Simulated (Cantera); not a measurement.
Input (Python, Cantera) and output of one run.

```python
import numpy as np
import cantera as ct

gas_names = """
    C CN CO CO2 C2 CCN CNC C2N2 C2O C3 C3O2 C4 C4N2 C5 N NCO NO NO2 NO3 N2 N2O O O2 O3 Si SiC SiC2 SiN
    SiO SiO2 Si2 Si2C Si2N Si3
""".split()
cond_names = """
    C(gr) Si(cr) Si(L) SiC(b) SiO2(Lqz) SiO2(hqz) SiO2(L) Si2N2O(s) Si3N4(a)
""".split()


# ... load() reads the species with a 1 bar reference pressure and builds the phases ...
atoms = {
    'Si': {'Si': 1},
    'CO2': {'C': 1, 'O': 2},
    'N2': {'N': 2},
}
top_T = {'C(gr)': 4500, 'SiC(b)': 3050, 'Si2N2O(s)': 2100, 'Si3N4(a)': 2400}  # K; cautious upper limits of use, not melting points


# ... equilibrate(T, P, feed) seeds the gas with the atoms and calls Mixture.equilibrate('TP', solver="vcs", rtol=1e-11, max_steps=5000) ...
results = []
feed = {'Si': 1, 'CO2': 0.048, 'N2': 48}  # mol
P = 160  # Pa
for T in [1050, 1150, 1250, 1350, 1450, 1550, 1650, 1750, 1850, 1950]:
    mix = equilibrate(T, P, feed)
    results.append((T, P, feed, dict(zip(mix.species_names, mix.species_moles))))
    x = sorted(zip(gas.X, gas.species_names), reverse=True)
    print(f"T = {T:g} K  P = {P:g} Pa  gas = {mix.phase_moles(0):.4g} mol")
    print("   x: " + "  ".join(f"{s} {v:.3e}" for v, s in x if v > 0.0001))
    print("   condensed (mol): " + ("  ".join(f"{mix.phase(i).name} {mix.phase_moles(i):.4g}"
          for i in range(1, mix.n_phases) if mix.phase_moles(i) > 1e-12) or "none"))
```

Output:

```
T = 1050 K  P = 160 Pa  gas = 47.37 mol
   x: N2 1.000e+00
   condensed (mol): C(gr) 0.048  Si2N2O(s) 0.096  Si3N4(a) 0.2693
T = 1150 K  P = 160 Pa  gas = 47.37 mol
   x: N2 1.000e+00
   condensed (mol): C(gr) 0.0479  Si2N2O(s) 0.0959  Si3N4(a) 0.2694
T = 1250 K  P = 160 Pa  gas = 47.37 mol
   x: N2 1.000e+00
   condensed (mol): C(gr) 0.0464  Si2N2O(s) 0.0944  Si3N4(a) 0.2704
T = 1350 K  P = 160 Pa  gas = 47.4 mol
   x: N2 9.999e-01  CO 1.250e-04
   condensed (mol): SiC(b) 0.04207  Si2N2O(s) 0.09003  Si3N4(a) 0.2593
T = 1450 K  P = 160 Pa  gas = 47.4 mol
   x: N2 9.996e-01  CO 3.228e-04
   condensed (mol): SiC(b) 0.0327  Si2N2O(s) 0.07909  Si3N4(a) 0.2692
T = 1550 K  P = 160 Pa  gas = 47.44 mol
   x: N2 9.985e-01  SiO 7.448e-04  CO 7.365e-04
   condensed (mol): SiC(b) 0.01306  Si2N2O(s) 0.02572  Si3N4(a) 0.3
T = 1650 K  P = 160 Pa  gas = 47.52 mol
   x: N2 9.979e-01  SiO 1.778e-03  CO 2.424e-04
   condensed (mol): SiC(b) 0.03646  Si3N4(a) 0.2914
T = 1750 K  P = 160 Pa  gas = 48.14 mol
   x: N2 9.970e-01  SiO 1.854e-03  Si 9.382e-04  CO 1.402e-04
   condensed (mol): Si(L) 0.8192  SiC(b) 0.04088
T = 1850 K  P = 160 Pa  gas = 48.3 mol
   x: N2 9.937e-01  Si 4.030e-03  SiO 1.741e-03  CO 2.466e-04
   condensed (mol): Si(L) 0.6668  SiC(b) 0.0334
T = 1950 K  P = 160 Pa  gas = 48.86 mol
   x: N2 9.822e-01  Si 1.488e-02  SiO 1.573e-03  CO 3.915e-04  Si2C 3.283e-04  Si2N 2.391e-04  SiN 1.736e-04  Si2 1.363e-04
   condensed (mol): Si(L) 0.1016  SiC(b) 0.01272
```

Method: chemical equilibrium by Gibbs-energy minimisation in Cantera with the NASA 1993 tables (ideal gas, pure condensed phases). N2 is the only nitrogen source here; it is nearly inert below about 1500 K, so the nitride shown seldom forms there in practice. Mutual solubility and eutectic melting of coexisting phases are not modelled. The tables' values for SiN are old estimates; treat these amounts as uncertain.
